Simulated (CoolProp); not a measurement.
Vapour-liquid equilibrium of propane (1) + dimethyl ether (2) at 296.6 K; x and y are mole fractions of (1).

The numbers come from the multi-fluid Helmholtz-energy mixture model, Lemmon 2009 and Wu 2011; pair parameters Bell 2016 in CoolProp.

| x | bubble pressure (kPa) | y at the bubble point | dew pressure at overall composition x (kPa) | liquid density (mol/L) |
|---|---|---|---|---|
| 0.05 | 608.1 | 0.109 | 583.9 | 14.20 |
| 0.15 | 682.3 | 0.271 | 626.1 | 13.79 |
| 0.25 | (withheld) | (withheld) | 672.4 | 13.40 |
| 0.35 | (withheld) | (withheld) | 722.0 | 13.03 |
| 0.45 | 828.8 | 0.563 | (withheld) | (withheld) |
| 0.55 | 860.2 | 0.636 | 822.7 | 12.36 |
| 0.65 | 885.0 | 0.708 | (withheld) | 12.06 |
| 0.75 | 903.4 | 0.781 | 896.6 | 11.79 |
| 0.85 | 914.7 | 0.859 | 913.8 | 11.54 |
| 0.95 | 917.5 | 0.949 | 917.5 | 11.32 |

Q: Complete the blanks.

A: 
- 0.25, bubble pressure (kPa): 741.9
- 0.25, y at the bubble point: 0.389
- 0.35, bubble pressure (kPa): 789.9
- 0.35, y at the bubble point: 0.483
- 0.45, dew pressure at overall composition x (kPa): 773.3
- 0.45, liquid density (mol/L): 12.68
- 0.65, dew pressure at overall composition x (kPa): 865.5

y crosses x between x = 0.85 and 0.95: the model has an azeotrope there.

The pair parameters rest on a limited set of measurements; away from them the model extrapolates.
